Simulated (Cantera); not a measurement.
## Gas activation for diamond growth

A perfectly stirred reactor is fed with 0.0256 % CH4, 98.6 % H2, 1.38 % O2, equivalence ratio 36, at 0.237 atm; it is held at 2898 K, and followed from long to short residence time.

Detailed kinetics in Cantera: GRI-Mech 3.0 (53 species, 325 reactions).

```json
[
 {"τ (s)": "0.36", "x CH4": "7.85e-10", "x H2": "0.770", "x O2": "3.61e-6", "x CO2": "9.51e-7", "x H2O2": "3.11e-10", "x HO2": "3.10e-9", "x C2H4": "<1e-12"},
 {"τ (s)": "0.12", "x CH4": "2.42e-9", "x H2": "0.771", "x O2": "3.60e-6", "x CO2": "9.52e-7", "x H2O2": "3.09e-10", "x HO2": "3.09e-9", "x C2H4": "<1e-12"},
 {"τ (s)": "0.040", "x CH4": "7.94e-9", "x H2": "0.776", "x O2": "3.60e-6", "x CO2": "9.53e-7", "x H2O2": "3.04e-10", "x HO2": "3.06e-9", "x C2H4": "<1e-12"},
 {"τ (s)": "0.014", "x CH4": "2.88e-8", "x H2": "0.787", "x O2": "3.67e-6", "x CO2": "9.57e-7", "x H2O2": "2.92e-10", "x HO2": "3.01e-9", "x C2H4": "<1e-12"},
 {"τ (s)": "0.0046", "x CH4": "1.71e-7", "x H2": "0.815", "x O2": "4.69e-6", "x CO2": "9.65e-7", "x H2O2": "2.81e-10", "x HO2": "3.24e-9", "x C2H4": "<1e-12"},
 {"τ (s)": "0.0015", "x CH4": "2.12e-6", "x H2": "0.865", "x O2": "1.32e-5", "x CO2": "9.54e-7", "x H2O2": "5.21e-10", "x HO2": "7.78e-9", "x C2H4": "5.46e-11"},
 {"τ (s)": "0.00051", "x CH4": "2.44e-5", "x H2": "0.908", "x O2": "6.16e-5", "x CO2": "7.54e-7", "x H2O2": "3.24e-9", "x HO2": "4.73e-8", "x C2H4": "2.91e-9"},
 {"τ (s)": "0.00017", "x CH4": "8.99e-5", "x H2": "0.930", "x O2": "0.000278", "x CO2": "3.81e-7", "x H2O2": "2.00e-8", "x HO2": "2.74e-7", "x C2H4": "1.66e-8"}
]
```
x: mole fraction; the columns are a selection and need not sum to one.
